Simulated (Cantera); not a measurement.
Input: 1 mol CaF2, 0.029 mol HF, 2 mol H2, equilibrated at 13300 Pa.

Cantera equilibrium calculation (NASA polynomials, part measured and part estimated; ideal gas, pure solids and liquids). Candidate condensed phases: Ca, CaF2; 15 gas species. Rates play no part.

Q: Which condensed phases are stable at each of these points (T (K)): 1525, 1575, 1625, 1675, 1725, 1775, 1825, 1875, 1925, 1975, 2025, 2075, 2125, 2175?

A: 
```
T (K)  condensed phases  Ca condensed (%)
-----  ----------------  ----------------
1525            CaF2(s)             100.0
1575            CaF2(s)             100.0
1625            CaF2(s)             100.0
1675            CaF2(s)              99.9
1725            CaF2(l)              99.8
1775            CaF2(l)              99.6
1825            CaF2(l)              99.2
1875            CaF2(l)              98.6
1925            CaF2(l)              97.4
1975            CaF2(l)              95.3
2025            CaF2(l)              91.8
2075            CaF2(l)              86.0
2125            CaF2(l)              76.6
2175            CaF2(l)              61.0
```

From 1525 K to 1675 K the condensed part is CaF2(s). From 1725 K to 2175 K the condensed part is CaF2(l).
